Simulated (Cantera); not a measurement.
Charge: 1 mol Fe₂O₃, a varied amount of H₂, 5.3 mol H₂O, held at 2100 K and 0.000150 bar.

Method: chemical equilibrium by Gibbs-energy minimisation in Cantera with the NASA 1993 tables (ideal gas, pure condensed phases). Candidate condensed phases: Fe, FeO, Fe(OH)₂, Fe(OH)₃, Fe₂O₃, Fe₃O₄, H₂O; 12 gas species. Kinetics and transport are ignored.

### Question
At 20 mol H₂, list the 7 most abundant gas species with their mole fractions, and the condensed phases.

### Answer
H₂ 0.484, H₂O 0.258, H 0.177, Fe 0.0652, OH 0.0112, O 0.00293, FeO 0.000871. Condensed: gas only.
